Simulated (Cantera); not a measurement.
A Cantera script and what it prints.

```python
import numpy as np
import cantera as ct

gas_names = """
    H H2 N NH NH2 NH3 N2 N2H2 N2H4 Si SiH SiH2 SiH3 SiH4 SiN Si2 Si2N Si3
""".split()
cond_names = """
    Si(cr) Si(L) Si3N4(a)
""".split()


# ... load() reads the species with a 1 bar reference pressure and builds the phases ...
atoms = {
    'SiH4': {'Si': 1, 'H': 4},
    'N2': {'N': 2},
}
top_T = {'Si3N4(a)': 2400}  # K; cautious upper limits of use, not melting points


# ... equilibrate(T, P, feed) seeds the gas with the atoms and calls Mixture.equilibrate('TP', solver="vcs", rtol=1e-11, max_steps=5000) ...
results = []
feed = {'SiH4': 1, 'N2': 30}  # mol
T = 1273.15  # K
P = 420  # Pa
mix = equilibrate(T, P, feed)
results.append((T, P, feed, dict(zip(mix.species_names, mix.species_moles))))
x = sorted(zip(gas.X, gas.species_names), reverse=True)
print(f"T = {T:g} K  P = {P:g} Pa  gas = {mix.phase_moles(0):.4g} mol")
print("   x: " + "  ".join(f"{s} {v:.3e}" for v, s in x if v > 1e-05))
print("   condensed (mol): " + ("  ".join(f"{mix.phase(i).name} {mix.phase_moles(i):.4g}"
      for i in range(1, mix.n_phases) if mix.phase_moles(i) > 1e-12) or "none"))
```

Result:

```
T = 1273.15 K  P = 420 Pa  gas = 31.33 mol
   x: N2 9.362e-01  H2 6.383e-02
   condensed (mol): Si3N4(a) 0.3333
```

Equilibrium computed with Cantera from the NASA thermochemical tables; the gas is ideal and each condensed phase is pure. N2 is the only nitrogen source here; it is nearly inert below about 1500 K, so the nitride shown seldom forms there in practice.
